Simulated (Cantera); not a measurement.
Charge: 1 mol AlBr₃, 58 mol N₂, 2.9 mol H₂, held at 1873 K and 10000 Pa.

These are equilibrium values from Cantera (NASA tables, ideal gas, pure condensed phases), not measurements of a reactor. Candidate condensed phases: Al, AlBr₃, AlN, Br₂; 19 gas species. Rates play no part.

Base state: N₂ 0.921, H₂ 0.0361, HBr 0.0196, AlBr 0.0132, Br 0.00683, AlBr₃ 0.00266, H 0.000388 (mole fractions); condensed: gas only.

### Question
What changes in the equilibrium state with this change: pressure from 10000 Pa to 66.0 Pa?

### Answer
| species | before | after |
|---|---|---|
| N₂ | 0.921 | 0.908 |
| H₂ | 0.0361 | 0.0398 |
| Br | 0.00683 | 0.0254 |
| HBr | 0.0196 | 0.00624 |
| AlBr | 0.0132 | 0.0153 |
| AlBr₃ | 0.00266 | 1.86e-6 |
| Al | 7.92e-6 | 0.000373 |
| H | 0.000388 | 0.00501 |
